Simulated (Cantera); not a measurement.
## PbO + H2 + N2 (iron carbonyl, mercury and lead vapours)

Feed: 1 mol PbO, 7 mol H2, 33 mol N2, equilibrated at 1.33 mbar.

These are equilibrium values from Cantera (NASA tables, ideal gas, pure condensed phases), not measurements of a reactor. Candidate condensed phases: H2O, Pb, PbO, PbO2, Pb3O4; 27 gas species. The numbers say what is thermodynamically allowed, not how fast it happens.

At 548 K the condensed part is Pb(s). From 698 K to 998 K the condensed part is Pb(l). From 1148 K to 1598 K nothing is condensed.

| T (K) | x N2 | x H2 | x H2O | x Pb | x H | x NH3 | x OH | n Pb(s) | n Pb(l) |
|---|---|---|---|---|---|---|---|---|---|
| 548 | 0.825 | 0.150 | 0.0250 | 9.81e-11 | <1e-12 | 7.73e-6 | <1e-12 | 1.00 | 0 |
| 698 | 0.825 | 0.150 | 0.0250 | 7.62e-7 | <1e-12 | 6.76e-7 | <1e-12 | 0 | 1.000 |
| 848 | 0.825 | 0.150 | 0.0250 | 0.000224 | 2.02e-10 | 1.33e-7 | <1e-12 | 0 | 0.991 |
| 998 | 0.815 | 0.148 | 0.0247 | 0.0116 | 2.27e-8 | 4.05e-8 | 8.23e-12 | 0 | 0.530 |
| 1148 | 0.805 | 0.146 | 0.0244 | 0.0244 | 7.51e-7 | 1.65e-8 | 7.47e-10 | 0 | 0 |
| 1298 | 0.805 | 0.146 | 0.0244 | 0.0244 | 1.12e-5 | 8.37e-9 | 2.42e-8 | 0 | 0 |
| 1448 | 0.805 | 0.146 | 0.0244 | 0.0244 | 9.66e-5 | 4.88e-9 | 3.83e-7 | 0 | 0 |
| 1598 | 0.805 | 0.146 | 0.0244 | 0.0244 | 0.000557 | 3.13e-9 | 3.62e-6 | 0 | 0 |
x: gas mole fraction; n: condensed amount in mol.
